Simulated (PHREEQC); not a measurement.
Consider water at 25 °C with 0.0022 mol ZnSO4, 0.0018 mol ZnCl2, 0.12 mol NaF and 0.00013 mol NaCl per kg of water. Closed to the air; pH follows from the charge balance.

Computed with PHREEQC (ion-association model, wateq4f.dat).

This is a speciation only: nothing precipitates in the calculation.

**Question.** Estimate the pH, ionic strength.

**Answer.** pH 7.02; ionic strength 0.126 mol/kgw.

**Question.** In which forms is Na present?

**Answer.** Na+ 96 %, NaF 3.5 % of the Na.

Complexes and solids missing from the database can't appear.
